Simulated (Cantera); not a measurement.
Input: 1 mol trisilylamine, 0.59 mol NH3, 0.43 mol N2, equilibrated at 9.00 Torr.

Cantera equilibrium calculation (NASA polynomials, part measured and part estimated; ideal gas, pure solids and liquids). Candidate condensed phases: Si, Si3N4; 18 gas species. The feed counts by its element totals alone. Mutual solubility and eutectic melting of coexisting phases are not modelled. The numbers say what is thermodynamically allowed, not how fast it happens.

**Question.** At 1475 K, list the 3 most abundant gas species with their mole fractions, and the condensed phases.

**Answer.** H2 0.997, N2 0.00239, H 0.000118. Condensed: Si(s) + Si3N4(s).
